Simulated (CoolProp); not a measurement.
R1233zd(E) at 298.15 K and 0.014 MPa is compressed adiabatically to 0.0861 MPa with isentropic efficiency 0.8. Each further row changes one setting.

Values from CoolProp's reference Helmholtz-energy equation of state, Akasaka 2022.

```csv
case,work (kJ/kg),final temperature (K),final density (kg/m³)
as stated,45.9,355.1,3.87
efficiency 1,36.7,344.5,4.00
efficiency 0.65,56.5,367.0,3.74
```
